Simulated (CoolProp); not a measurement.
Acetone along the isotherm 550 K: Z from the reference equation and from simpler models built on Tc = 508.1 K, pc = 46.92 bar, ω = 0.307; each cubic takes its own stable root.

Computed with CoolProp (reference Helmholtz-energy equation of state, Lemmon 2006). It is a short technical equation, of lower accuracy than the large ones.

| p (bar) | phase | reference | van der Waals | Soave-Redlich-Kwong | Peng-Robinson |
|---|---|---|---|---|---|
| 18 | gas | 0.8805 | 0.8981 | 0.8958 | 0.8830 |
| 36.1 | gas | 0.7471 | 0.7710 | 0.7763 | 0.7528 |
| 54.1 | supercritical | 0.5925 | 0.5851 | 0.6352 | 0.6050 |
| 72.2 | supercritical | 0.4034 | 0.4137 | 0.4880 | 0.4585 |
| 90.2 | supercritical | 0.3239 | 0.4425 | 0.4453 | 0.4125 |
| 108 | supercritical | 0.3379 | 0.4915 | 0.4616 | 0.4238 |
| 126 | supercritical | 0.3665 | 0.5453 | 0.4930 | 0.4504 |
| 144 | supercritical | 0.3990 | 0.6003 | 0.5294 | 0.4822 |
| 162 | supercritical | 0.4328 | 0.6556 | 0.5679 | 0.5161 |
| 180 | supercritical | 0.4671 | 0.7108 | 0.6071 | 0.5510 |
| 199 | supercritical | 0.5034 | 0.7688 | 0.6489 | 0.5882 |
| 217 | supercritical | 0.5377 | 0.8234 | 0.6885 | 0.6236 |
| 235 | supercritical | 0.5719 | 0.8776 | 0.7281 | 0.6589 |
